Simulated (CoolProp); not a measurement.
A Linde-Hampson liquefier for carbon monoxide: isothermal reversible compression at 290 K from 1 atm to 40 MPa, throttling to 1 atm, return gas leaving the recuperator 5 K below the feed. Each further row changes one setting.

Values from CoolProp's reference Helmholtz-energy equation of state, Lemmon 2006. It is a short technical equation, of lower accuracy than the large ones.

```
case                        liquid yield per pass  compression work (kJ/kg of gas)
--------------------------  ---------------------  -------------------------------
as stated                                   0.106                              519
high pressure 80 MPa                          ___                              607
warm-end temperature 320 K                  0.076                              ___
warm-end gap 10 K                             ___                              519
```

Task: What belongs in the gaps?

Result: 
- high pressure 80 MPa, liquid yield per pass: 0.065
- warm-end temperature 320 K, compression work (kJ/kg of gas): 578
- warm-end gap 10 K, liquid yield per pass: 0.095
